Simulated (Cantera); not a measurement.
Input: 1 mol S, 0.069 mol O₂, equilibrated at 902 °C and 0.233 Torr.

Equilibrium computed with Cantera from the NASA thermochemical tables; the gas is ideal and each condensed phase is pure. Candidate condensed phases: S; 10 gas species. Gases not in the tables: S₃ to S₇. Rates play no part.

Base state: S₂ 0.869, SO₂ 0.127, S₂O 0.00232, SO 0.00151, S 1.76e-5 (mole fractions); condensed: gas only.

Question: What changes in the equilibrium state with this change: S replaced by HCl?

Answer: 
| species | before | after |
|---|---|---|
| HCl | 0 | 0.884 |
| O₂ | <1e-9 | 0.0515 |
| H₂O | 0 | 0.0261 |
| S₂ | 0.869 | 0 |
| SO₂ | 0.127 | 0 |
| Cl | 0 | 0.0243 |
| Cl₂ | 0 | 0.0140 |
| S₂O | 0.00232 | 0 |
| SO | 0.00151 | 0 |
Further candidate phases: H₂O.
